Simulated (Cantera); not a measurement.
A Cantera script and what it prints.

```python
import numpy as np
import cantera as ct

gas_names = [...]  # 92 gases of nasa_gas.yaml made of C, H, N
cond_names = """
    C(gr) C6H6(L) C7H8(L) C8H18(L),n-octa
""".split()


# ... load() reads the species with a 1 bar reference pressure and builds the phases ...
atoms = {
    'C2H6': {'C': 2, 'H': 6},
    'NH3': {'N': 1, 'H': 3},
    'H2': {'H': 2},
}
top_T = {'C(gr)': 4500}  # K; cautious upper limits of use, not melting points


# ... equilibrate(T, P, feed) seeds the gas with the atoms and calls Mixture.equilibrate('TP', solver="vcs", rtol=1e-11, max_steps=5000) ...
results = []
feed = {'C2H6': 1, 'NH3': 1.9, 'H2': 33}  # mol
T = 1923.15  # K
P = 1500  # Pa
mix = equilibrate(T, P, feed)
results.append((T, P, feed, dict(zip(mix.species_names, mix.species_moles))))
x = sorted(zip(gas.X, gas.species_names), reverse=True)
print(f"T = {T:g} K  P = {P:g} Pa  gas = {mix.phase_moles(0):.4g} mol")
print("   x: " + "  ".join(f"{s} {v:.3e}" for v, s in x if v > 1e-06))
print("   condensed (mol): " + ("  ".join(f"{mix.phase(i).name} {mix.phase_moles(i):.4g}"
      for i in range(1, mix.n_phases) if mix.phase_moles(i) > 1e-12) or "none"))
```

It prints:

```
T = 1923.15 K  P = 1500 Pa  gas = 39.95 mol
   x: H2 9.674e-01  N2 2.294e-02  H 7.573e-03  HCN 1.603e-03  C2H2,acetylene 4.371e-04  HNC 7.881e-05  CH4 7.372e-06  CH3 1.154e-06
   condensed (mol): C(gr) 1.897
```

Equilibrium computed with Cantera from the NASA thermochemical tables; the gas is ideal and each condensed phase is pure.
